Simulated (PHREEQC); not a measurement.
A PHREEQC speciation (ion-association model, wateq4f.dat) at 73 °C gives pH 5.77 and these molalities:

```csv
species,mol/kgw
MnSO4,0.155
Mn+2,0.0950
SO4-2,0.0934
Cl-,0.00403
ZnSO4,0.000979
Zn+2,0.000730
Zn(SO4)2-2,0.000475
MnCl+,0.000355
Na+,0.000196
F-,0.000190
MnF+,2.81e-5
NaSO4-,2.42e-5
HSO4-,1.58e-5
MnOH+,1.49e-5
ZnCl+,1.17e-5
ZnOH+,3.68e-6
H+,2.24e-6
HF,7.14e-7
ZnF+,7.09e-7
MnCl2,2.47e-7
OH-,1.65e-7
ZnCl2,2.20e-8
```

Task: What are the element totals, and what could have been dissolved in 1 kg of water to give them?

Result: One answer among several that fit: totals Cl 0.00440, F 0.000220, Mn(2) 0.250, Na 0.000220, S(6) 0.250, Zn 0.00220 mol/kgw, from 0.25 mol MnSO4, 0.0022 mol ZnCl2 and 0.00022 mol NaF per kg of water.

No solid was allowed to form. At this temperature some constants are extrapolated from 25 °C, and those without enthalpy data are left unchanged.
